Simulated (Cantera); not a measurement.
A perfectly stirred reactor is fed with 5.06 % CH4, 24.1 % O2, 70.9 % N2, equivalence ratio 0.42, at 101000 Pa; it is adiabatic with a 500 K inlet, and is followed from long to short residence time, starting on the burning branch (τ in s: 0.16, 0.056, 0.02, 0.007, 0.0025, 0.00089, 0.00031, 0.00011, 4e-05, 1.4e-05).

Computed with Cantera and GRI-Mech 3.0 (53 species, 325 reactions).

One state of this run: T (K) = 1645; x CH4 = 2.31e-5; x O2 = 0.140; x C2H4 = 5.35e-9; x OH = 0.000880; x CH2CO = 3.59e-9. x: mole fraction; the columns are a selection and need not sum to one.

Question: Which value of τ (s) does it belong to?
A. 1.4e-5
B. 0.056
C. 0.0025
D. 0.16

Answer: B, 0.056
